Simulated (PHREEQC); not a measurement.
Consider water at 25 °C with 2.9 mol HCl, 0.054 mol SrCl2 and 0.78 mol NaCl per kg of water. Closed to the air; pH follows from the charge balance.

All values are PHREEQC results (Pitzer model, pitzer.dat), not measurements.

```csv
quantity,before,after
pH,-1.08,-0.36
SI of Halite (NaCl),-1.02,-1.90
```

What was changed between the two runs?
A. NaCl from 0.78 to 3.9 mol/kgw
B. HCl from 2.9 to 3.19 mol/kgw
C. SrCl2 from 0.054 to 0.108 mol/kgw
D. SrCl2 left out
E. diluted 2-fold with water

E, diluted 2-fold with water

This is a speciation only: nothing precipitates in the calculation. In brines, pH and single-ion activities rest on the MacInnes convention.
